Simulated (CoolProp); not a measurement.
Toluene along the isotherm 346.85 °C: density (kg/m³) from the reference equation and from simpler models built on Tc = 318.6 °C, pc = 4.126 MPa, ω = 0.266; each cubic takes its own stable root.

The numbers come from the reference Helmholtz-energy equation of state, Lemmon 2006 in CoolProp. It is a short technical equation, of lower accuracy than the large ones.

```tsv
p (MPa)	phase	reference	ideal gas	van der Waals	Soave-Redlich-Kwong	Peng-Robinson
0.0196	gas	0.3508	0.3503	0.3508	0.3508	0.3509
0.033	gas	0.5913	0.5898	0.5911	0.5912	0.5914
0.0557	gas	0.9998	0.9956	0.9992	0.9995	1.0000
0.0941	gas	1.694	1.682	1.692	1.693	1.695
0.159	gas	2.877	2.842	2.871	2.874	2.878
0.268	gas	4.891	4.790	4.875	4.883	4.895
0.452	gas	?	8.079	?	8.350	8.384
0.763	gas	?	13.64	?	14.44	14.54
1.29	gas	25.74	23.06	?	25.51	25.82
2.17	gas	?	38.79	46.17	46.69	47.71
3.67	gas	100.1	?	95.92	96.31	100.3
6.19	supercritical	374.1	110.6	294.7	298.1	322.1
```

Q: Some entries are withheld; supply them.

A: 
- 0.452, reference: 8.373
- 0.452, van der Waals: 8.326
- 0.763, reference: 14.51
- 0.763, van der Waals: 14.37
- 1.29, van der Waals: 25.32
- 2.17, reference: 47.51
- 3.67, ideal gas: 65.60
